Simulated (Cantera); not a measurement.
Input: 1 mol MgSO4, 0.13 mol H2, held at 0.560 bar.

Points: T (K) = 500, 575, 650, 725, 800, 875, 950, 1025, 1100, 1175, 1250, 1325, 1400, 1475.

Cantera's Mixture.equilibrate('TP', solver="vcs", rtol=1e-11, max_steps=5000) on the NASA tables stopped like this:

```
T = 500 K  P = 56000 Pa  gas = 0.0975 mol
   x: H2O 6.667e-01  H2S 3.333e-01
   condensed (mol): MgO2H2(s) 0.0325  MgSO4(s) 0.9675
T = 575 K  P = 56000 Pa  gas = 0.13 mol
   x: H2O 7.501e-01  H2S 2.497e-01
   condensed (mol): MgO(s) 0.03251  MgSO4(s) 0.9675

*******************************************************************************
CanteraError thrown by VCS_SOLVE::solve_tp_inner:
vcs_solve_TP: ERROR on step change wt[21:MgS(s)]: -1.734723475976807e-18 < 0.0
*******************************************************************************
```

Q: What got this run through?

A: One answer among several that fit: The failure is numerical, not chemical. The same input converged with solver="gibbs", rtol=1e-10, max_steps=50000, and the result passed a check of the equilibrium conditions:
```
T = 500 K  P = 56000 Pa  gas = 0.0975 mol
   x: H2O 6.667e-01  H2S 3.333e-01
   condensed (mol): MgO2H2(s) 0.0325  MgSO4(s) 0.9675
T = 575 K  P = 56000 Pa  gas = 0.13 mol
   x: H2O 7.501e-01  H2S 2.497e-01
   condensed (mol): MgO(s) 0.03251  MgSO4(s) 0.9675
T = 650 K  P = 56000 Pa  gas = 0.1306 mol
   x: H2O 7.534e-01  H2S 2.415e-01  SO2 2.248e-03  S2 1.975e-03
   condensed (mol): MgO(s) 0.03301  MgSO4(s) 0.967
T = 725 K  P = 56000 Pa  gas = 0.1387 mol
   x: H2O 7.525e-01  H2S 1.843e-01  SO2 4.243e-02  S2 1.797e-02  S8 1.928e-03
   condensed (mol): MgO(s) 0.03875  MgSO4(s) 0.9612
T = 800 K  P = 56000 Pa  gas = 0.2054 mol
   x: H2O 5.937e-01  SO2 3.449e-01  H2S 3.893e-02  S2 2.048e-02  S2O 1.803e-03
   condensed (mol): MgO(s) 0.08801  MgSO4(s) 0.912
T = 875 K  P = 56000 Pa  gas = 0.2599 mol
   x: H2O 5.001e-01  SO2 4.998e-01
   condensed (mol): MgO(s) 0.1299  MgSO4(s) 0.8701
T = 950 K  P = 56000 Pa  gas = 0.26 mol
   x: H2O 5.000e-01  SO2 5.000e-01
   condensed (mol): MgO(s) 0.13  MgSO4(s) 0.87
T = 1025 K  P = 56000 Pa  gas = 0.26 mol
   x: H2O 5.000e-01  SO2 5.000e-01
   condensed (mol): MgO(s) 0.13  MgSO4(s) 0.87
T = 1100 K  P = 56000 Pa  gas = 0.26 mol
   x: SO2 4.999e-01  H2O 4.999e-01
   condensed (mol): MgO(s) 0.13  MgSO4(s) 0.87
T = 1175 K  P = 56000 Pa  gas = 0.2604 mol
   x: SO2 4.994e-01  H2O 4.992e-01  SO3 1.262e-03
   condensed (mol): MgO(s) 0.1304  MgSO4(s) 0.8696
T = 1250 K  P = 56000 Pa  gas = 0.2703 mol
   x: SO2 5.019e-01  H2O 4.810e-01  O2 1.042e-02  SO3 6.690e-03
   condensed (mol): MgO(s) 0.1374  MgSO4(s) 0.8626
T = 1325 K  P = 56000 Pa  gas = 1.546 mol
   x: SO2 6.220e-01  O2 2.690e-01  H2O 8.409e-02  SO3 2.491e-02
   condensed (mol): MgO(s) 1
T = 1400 K  P = 56000 Pa  gas = 1.553 mol
   x: SO2 6.282e-01  O2 2.722e-01  H2O 8.371e-02  SO3 1.586e-02
   condensed (mol): MgO(s) 1
T = 1475 K  P = 56000 Pa  gas = 1.557 mol
   x: SO2 6.318e-01  O2 2.741e-01  H2O 8.347e-02  SO3 1.053e-02
   condensed (mol): MgO(s) 1
```

The gas is ideal and each condensed phase is pure. Mutual solubility and eutectic melting of coexisting phases are not modelled. Gases not in the tables: S3 to S7.
